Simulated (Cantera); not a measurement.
Input: 1 mol MgO, 2.6 mol C, 4.8 mol H2, held at 195 Torr.

These are equilibrium values from Cantera (NASA tables, ideal gas, pure condensed phases), not measurements of a reactor. Candidate condensed phases: C, C6H6, C7H8, C8H18, H2O, Mg, MgCO3, MgO, Mg(OH)2; 116 gas species. Kinetics and transport are ignored.

Which condensed phases are stable at each of these points (T (°C)): 1050, 1150, 1250, 1350, 1450, 1550, 1650, 1750, 1850, 1950, 2050, 2150?


```
T (°C)      condensed phases  Mg condensed (%)
------  --------------------  ----------------
1050    C(graphite) + MgO(s)              99.9
1150    C(graphite) + MgO(s)              99.6
1250    C(graphite) + MgO(s)              97.9
1350    C(graphite) + MgO(s)              90.4
1450    C(graphite) + MgO(s)              59.4
1550             C(graphite)               0.0
1650             C(graphite)               0.0
1750             C(graphite)               0.0
1850             C(graphite)               0.0
1950             C(graphite)               0.0
2050             C(graphite)               0.0
2150             C(graphite)               0.0
```

From 1050 °C to 1450 °C the condensed part is C(graphite) + MgO(s). From 1550 °C to 2150 °C the condensed part is C(graphite).
